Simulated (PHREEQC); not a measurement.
A solution holds 6.5 mmol/kgw CdSO4, at 71 °C. Closed to the air; pH follows from the charge balance.

The numbers come from PHREEQC with the ion-association model, phreeqc.dat.

This is a speciation only: nothing precipitates in the calculation.

Question: Estimate the pH.

Answer: pH 5.81.

Question: In which forms is S present?

Answer: SO4-2 65 %, CdSO4 33 %, Cd(SO4)2-2 2.4 % of the S.

Species that the database lacks are ignored. At this temperature some constants are extrapolated from 25 °C, and those without enthalpy data are left unchanged.
